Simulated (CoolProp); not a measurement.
The fluid at 293.15 K and 0.756 MPa is throttled through a valve to 0.489 MPa with no heat exchange. The same conditions are run with several fluids, on thermodynamics alone (safety and materials aside).

The numbers come from the reference Helmholtz-energy equation of state of each fluid (dodecamethylpentasiloxane (MD3M): Thol 2019; neopentane: Lemmon 2006; dodecamethylcyclohexasiloxane (D6): Colonna 2008; R236EA: Rui 2013; octamethyltrisiloxane (MDM): Thol 2017) in CoolProp.

Task: Rank dodecamethylpentasiloxane (MD3M), neopentane, dodecamethylcyclohexasiloxane (D6), R236EA, octamethyltrisiloxane (MDM) by final density (kg/m³), highest first.

Result: R236EA (1440), dodecamethylcyclohexasiloxane (D6) (975), dodecamethylpentasiloxane (MD3M) (875), octamethyltrisiloxane (MDM) (821), neopentane (590)
